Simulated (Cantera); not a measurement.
An isothermal, constant-pressure homogeneous reactor starts with NH3 : N2 = 1 : 1.9 (molar parts), at 1273 K and 100.0 Torr. Integrator tolerance rtol = 1e-08.

Model: the gas-phase N/H chemistry of the illustrative SiF4/NH3 mechanism in the Surface Chemkin manual (1991), integrated in Cantera. Walls and surfaces, which speed up NH3 decomposition in real reactors, are not modelled.

Question: What does this change do: temperature 1273 to 2025 K?

Answer: 
```tsv
quantity	before	after
x(NH3) at 80.0 s	0.342 (gas-phase equilibrium 3.39e-6)	5.62e-7 (gas-phase equilibrium 4.75e-7)
x(N2) at 80.0 s	0.655 (gas-phase equilibrium 0.615)	0.614 (gas-phase equilibrium 0.614)
x(H) at 80.0 s	2.67e-8 (gas-phase equilibrium 1.22e-6)	0.00328 (gas-phase equilibrium 0.00328)
x(NH2) at 80.0 s	4.44e-6 (gas-phase equilibrium 1.88e-11)	1.42e-8 (gas-phase equilibrium 1.20e-8)
x(NH) at 80.0 s	4.81e-9 (gas-phase equilibrium <1e-12)	3.92e-9 (gas-phase equilibrium 3.31e-9)
x(N2H2) at 80.0 s	4.70e-8 (gas-phase equilibrium <1e-12)	<1e-12 (gas-phase equilibrium <1e-12)
x(H2) at 80.0 s	0.00356 (gas-phase equilibrium 0.385)	0.382 (gas-phase equilibrium 0.382)
```
